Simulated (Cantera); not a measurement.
Feed: 1 mol MgO, a varied amount of CO, 1.6 mol H2, at 1375 K and 0.470 bar.

Equilibrium computed with Cantera from the NASA thermochemical tables; the gas is ideal and each condensed phase is pure. Candidate condensed phases: C, C6H6, C7H8, C8H18, H2O, Mg, MgCO3, MgO, Mg(OH)2; 116 gas species. Kinetics and transport are ignored.

Which condensed phases are stable at each of these points (n(CO) (mol)): 0.91, 1.9, 3, 4, 5, 6.1, 7.1, 8.2, 9.2?


| n(CO) (mol) | condensed phases | Mg condensed (%) |
|---|---|---|
| 0.91 | MgO(s) | 100.0 |
| 1.9 | C(graphite) + MgO(s) | 100.0 |
| 3 | C(graphite) + MgO(s) | 100.0 |
| 4 | C(graphite) + MgO(s) | 100.0 |
| 5 | C(graphite) + MgO(s) | 100.0 |
| 6.1 | C(graphite) + MgO(s) | 100.0 |
| 7.1 | C(graphite) + MgO(s) | 100.0 |
| 8.2 | C(graphite) + MgO(s) | 100.0 |
| 9.2 | C(graphite) + MgO(s) | 100.0 |

At 0.91 mol CO the condensed part is MgO(s). From 1.9 mol CO to 9.2 mol CO the condensed part is C(graphite) + MgO(s).
